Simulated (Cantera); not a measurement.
Carbon deposition, reforming and gasification: C2H6 + H2O + N2 + NH3

Input: 1 mol C2H6, 0.11 mol H2O, 25 mol N2, 2.4 mol NH3, equilibrated at 70.0 Pa.

These are equilibrium values from Cantera (NASA tables, ideal gas, pure condensed phases), not measurements of a reactor. Candidate condensed phases: C, C6H6, C7H8, C8H18, H2O; 136 gas species. The numbers say what is thermodynamically allowed, not how fast it happens.

From 1398 K to 2598 K the condensed part is C(graphite). From 2748 K to 2898 K nothing is condensed. The main C-bearing gas is CO at 1398 K and CN at 2898 K.

```tsv
T (K)	log p N2	log p H	log p H2	log p CN	log p HCN	log p C	log p C3	log p CO	n C(graphite)
1398	-3.26	-7.25	-3.85	-12.78	-6.86	<-15	<-15	-5.63	1.88
1548	-3.26	-6.44	-3.85	-11.20	-6.39	<-15	<-15	-5.63	1.87
1698	-3.26	-5.77	-3.85	-9.90	-5.99	-13.85	-14.38	-5.63	1.84
1848	-3.26	-5.21	-3.86	-8.81	-5.67	-12.06	-12.32	-5.63	1.78
1998	-3.26	-4.74	-3.89	-7.89	-5.41	-10.54	-10.58	-5.64	1.68
2148	-3.27	-4.36	-3.95	-7.10	-5.21	-9.23	-9.09	-5.65	1.54
2298	-3.29	-4.06	-4.07	-6.42	-5.07	-8.09	-7.79	-5.66	1.36
2448	-3.31	-3.85	-4.29	-5.83	-5.01	-7.10	-6.66	-5.68	1.14
2598	-3.33	-3.73	-4.62	-5.31	-5.02	-6.22	-5.67	-5.70	0.543
2748	-3.34	-3.68	-5.02	-5.04	-5.27	-5.62	-5.35	-5.71	0
2898	-3.35	-3.65	-5.42	-4.92	-5.66	-5.23	-5.48	-5.72	0
```
log p: log10 of the partial pressure in bar; n: condensed amount in mol.
